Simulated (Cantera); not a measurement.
A Cantera script and what it prints.

```python
import numpy as np
import cantera as ct

gas_names = [...]  # 109 gases of nasa_gas.yaml made of C, Cl, H, Si
cond_names = """
    C(gr) C6H6(L) C7H8(L) C8H18(L),n-octa Si(cr) Si(L) SiC(b)
""".split()


# ... load() reads the species with a 1 bar reference pressure and builds the phases ...
atoms = {
    'CH3Cl': {'C': 1, 'H': 3, 'CL': 1},
    'HCl': {'H': 1, 'CL': 1},
    'H2': {'H': 2},
    'Si': {'Si': 1},
}
top_T = {'C(gr)': 4500, 'SiC(b)': 3050}  # K; cautious upper limits of use, not melting points


# ... equilibrate(T, P, feed) seeds the gas with the atoms and calls Mixture.equilibrate('TP', solver="vcs", rtol=1e-11, max_steps=5000) ...
results = []
feed = {'CH3Cl': 1, 'HCl': 0.032, 'H2': 15, 'Si': 0.58}  # mol
P = 29000  # Pa
for T in [2198, 2248, 2298, 2348, 2398, 2448, 2498, 2548, 2598]:
    mix = equilibrate(T, P, feed)
    results.append((T, P, feed, dict(zip(mix.species_names, mix.species_moles))))
    x = sorted(zip(gas.X, gas.species_names), reverse=True)
    print(f"T = {T:g} K  P = {P:g} Pa  gas = {mix.phase_moles(0):.4g} mol")
    print("   x: " + "  ".join(f"{s} {v:.3e}" for v, s in x if v > 0.001))
    print("   condensed (mol): " + ("  ".join(f"{mix.phase(i).name} {mix.phase_moles(i):.4g}"
          for i in range(1, mix.n_phases) if mix.phase_moles(i) > 1e-12) or "none"))
```

It prints:

```
T = 2198 K  P = 29000 Pa  gas = 17.12 mol
   x: H2 9.279e-01  HCL 5.824e-02  H 9.961e-03  C2H2,acetylene 2.352e-03
   condensed (mol): C(gr) 0.3549  SiC(b) 0.5623
T = 2248 K  P = 29000 Pa  gas = 17.15 mol
   x: H2 9.240e-01  HCL 5.782e-02  H 1.311e-02  C2H2,acetylene 3.061e-03
   condensed (mol): C(gr) 0.3345  SiC(b) 0.5574
T = 2298 K  P = 29000 Pa  gas = 17.2 mol
   x: H2 9.191e-01  HCL 5.732e-02  H 1.705e-02  C2H2,acetylene 3.932e-03
   condensed (mol): C(gr) 0.3102  SiC(b) 0.5498
T = 2348 K  P = 29000 Pa  gas = 17.25 mol
   x: H2 9.129e-01  HCL 5.673e-02  H 2.191e-02  C2H2,acetylene 4.989e-03
   condensed (mol): C(gr) 0.2821  SiC(b) 0.5376
T = 2398 K  P = 29000 Pa  gas = 17.32 mol
   x: H2 9.051e-01  HCL 5.601e-02  H 2.784e-02  C2H2,acetylene 6.253e-03  Si 1.378e-03  CL 1.229e-03  SiCL2 1.038e-03
   condensed (mol): C(gr) 0.2508  SiC(b) 0.5178
T = 2448 K  P = 29000 Pa  gas = 17.41 mol
   x: H2 8.953e-01  HCL 5.515e-02  H 3.498e-02  C2H2,acetylene 7.743e-03  Si 2.326e-03  CL 1.530e-03  SiCL2 1.105e-03
   condensed (mol): C(gr) 0.2175  SiC(b) 0.4855
T = 2498 K  P = 29000 Pa  gas = 17.53 mol
   x: H2 8.831e-01  HCL 5.411e-02  H 4.349e-02  C2H2,acetylene 9.472e-03  Si 3.845e-03  CL 1.884e-03  SiCL2 1.167e-03
   condensed (mol): C(gr) 0.1847  SiC(b) 0.4327
T = 2548 K  P = 29000 Pa  gas = 17.7 mol
   x: H2 8.676e-01  H 5.350e-02  HCL 5.285e-02  C2H2,acetylene 1.144e-02  Si 6.230e-03  CL 2.293e-03  SiC2 1.850e-03  SiCL2 1.222e-03  Si2C 1.006e-03
   condensed (mol): C(gr) 0.156  SiC(b) 0.3467
T = 2598 K  P = 29000 Pa  gas = 17.93 mol
   x: H2 8.480e-01  H 6.511e-02  HCL 5.129e-02  C2H2,acetylene 1.365e-02  Si 9.906e-03  SiC2 3.368e-03  CL 2.760e-03  Si2C 1.804e-03  SiCL2 1.266e-03  SiH 1.125e-03
   condensed (mol): C(gr) 0.1375  SiC(b) 0.2071
```

Cantera equilibrium calculation (NASA polynomials, part measured and part estimated; ideal gas, pure solids and liquids). The tables' values for SiCl are old estimates; treat these amounts as uncertain. Gases not in the tables: Si2H6 and higher silanes.
